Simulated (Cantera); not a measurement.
An isothermal, constant-pressure homogeneous reactor starts with H₂ : O₂ : N₂ = 0.12 : 1 : 0.18 (molar parts), equivalence ratio 0.060, at 998 K and 0.00410 bar.

Computed with Cantera and the H2/O2 subset of GRI-Mech 3.0, which has no nitrogen chemistry. Radical loss at walls, strong at low pressure, is not modelled. The temperature is held fixed by assumption; the heat of reaction is taken as removed at once.

x: mole fraction; the columns are a selection and need not sum to one.

```json
[
 {"t (s)": "1.00e-5", "x H₂": "0.0923", "x O₂": "0.769", "x HO₂": "2.01e-12", "x H₂O": "<1e-12", "x H": "1.99e-12", "x H₂O₂": "<1e-12", "x O": "<1e-12"},
 {"t (s)": "4.06e-5", "x H₂": "0.0923", "x O₂": "0.769", "x HO₂": "8.15e-12", "x H₂O": "<1e-12", "x H": "7.88e-12", "x H₂O₂": "<1e-12", "x O": "<1e-12"},
 {"t (s)": "0.000165", "x H₂": "0.0923", "x O₂": "0.769", "x HO₂": "3.32e-11", "x H₂O": "1.27e-12", "x H": "3.00e-11", "x H₂O₂": "<1e-12", "x O": "4.40e-12"},
 {"t (s)": "0.000671", "x H₂": "0.0923", "x O₂": "0.769", "x HO₂": "1.35e-10", "x H₂O": "5.30e-11", "x H": "1.26e-10", "x H₂O₂": "<1e-12", "x O": "6.09e-11"},
 {"t (s)": "0.00273", "x H₂": "0.0923", "x O₂": "0.769", "x HO₂": "5.60e-10", "x H₂O": "3.20e-9", "x H": "2.04e-9", "x H₂O₂": "<1e-12", "x O": "1.69e-9"},
 {"t (s)": "0.0111", "x H₂": "0.0922", "x O₂": "0.769", "x HO₂": "___", "x H₂O": "7.17e-5", "x H": "3.84e-5", "x H₂O₂": "6.99e-11", "x O": "3.30e-5"},
 {"t (s)": "0.0451", "x H₂": "0.00232", "x O₂": "0.724", "x HO₂": "2.64e-6", "x H₂O": "0.0780", "x H": "0.0240", "x H₂O₂": "3.31e-8", "x O": "0.0297"},
 {"t (s)": "0.183", "x H₂": "0.000831", "x O₂": "0.747", "x HO₂": "2.46e-6", "x H₂O": "0.0921", "x H": "0.00460", "x H₂O₂": "4.61e-8", "x O": "0.00998"},
 {"t (s)": "0.745", "x H₂": "6.35e-5", "x O₂": "0.757", "x HO₂": "___", "x H₂O": "0.0964", "x H": "9.24e-5", "x H₂O₂": "4.58e-8", "x O": "0.000759"},
 {"t (s)": "3.03", "x H₂": "3.40e-6", "x O₂": "0.758", "x HO₂": "___", "x H₂O": "0.0967", "x H": "1.23e-6", "x H₂O₂": "1.97e-8", "x O": "4.26e-5"},
 {"t (s)": "12.3", "x H₂": "3.15e-7", "x O₂": "0.758", "x HO₂": "___", "x H₂O": "0.0968", "x H": "3.75e-8", "x H₂O₂": "6.23e-9", "x O": "4.16e-6"},
 {"t (s)": "50.0", "x H₂": "4.62e-8", "x O₂": "0.758", "x HO₂": "___", "x H₂O": "0.0968", "x H": "2.22e-9", "x H₂O₂": "1.89e-9", "x O": "6.33e-7"}
]
```

**Question.** Fill in the missing entries.

**Answer.** 
- 0.0111, x HO₂: 2.50e-7
- 0.745, x HO₂: 1.07e-6
- 3.03, x HO₂: 1.67e-7
- 12.3, x HO₂: 2.25e-8
- 50.0, x HO₂: 3.87e-9
